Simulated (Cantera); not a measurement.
Charge: 1 mol Pb, 2.1 mol CO, 3.6 mol N₂, equilibrated at 950 K and 3.10 mbar.

Equilibrium computed with Cantera from the NASA thermochemical tables; the gas is ideal and each condensed phase is pure. Candidate condensed phases: C, Pb, PbO, PbO₂, Pb₃O₄; 27 gas species. The numbers say what is thermodynamically allowed, not how fast it happens.

Base state: N₂ 0.631, CO 0.367, Pb 0.00162, CO₂ 0.000697 (mole fractions); condensed: C(graphite) + Pb(l).

Question: What changes in the equilibrium state with this change: temperature from 950 K to 823.15 K?

Answer: 
| species | before | after |
|---|---|---|
| N₂ | 0.631 | 0.642 |
| CO | 0.367 | 0.340 |
| CO₂ | 0.000697 | 0.0171 |
| Pb | 0.00162 | 4.35e-5 |
| C(graphite), mol | 0.00398 | 0.0960 |
| Pb(l), mol | 0.991 | 1.000 |

Question: What changes in the equilibrium state with this change: Pb replaced by Fe(CO)₅?

Answer: 
```tsv
species	before	after
CO	0.367	0.661
N₂	0.631	0.337
CO₂	0.000697	0.00226
Pb	0.00162	0
C(graphite), mol	0.00398	0.0242
Pb(l), mol	0.991	0
Fe(α), mol	0	1.00
```
Condensed phases not in the tables: cementite and carbon dissolved in iron. Further candidate phases: Fe, Fe(CO)₅, FeO, Fe₂O₃, Fe₃O₄.
